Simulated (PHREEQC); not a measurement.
Hard or scaling water (model solution)

Dissolve 0.0097 mol/kgw CaCl2, 0.0026 mol/kgw CO2 and 0.029 mol/kgw KCl at 25 °C. Closed to the air; pH follows from the charge balance.

Model: ion-association model, phreeqc.dat, run in PHREEQC.

Precipitation was switched off in this run.

Task: Predict the pH, density, specific conductance.

Result: pH 4.45; density 0.999 g/cm³; specific conductance 5900 µS/cm.

Task: In which forms is C present?

Result: CO2 98 %, HCO3- 1.5 % of the C.

Complexes and solids missing from the database can't appear.
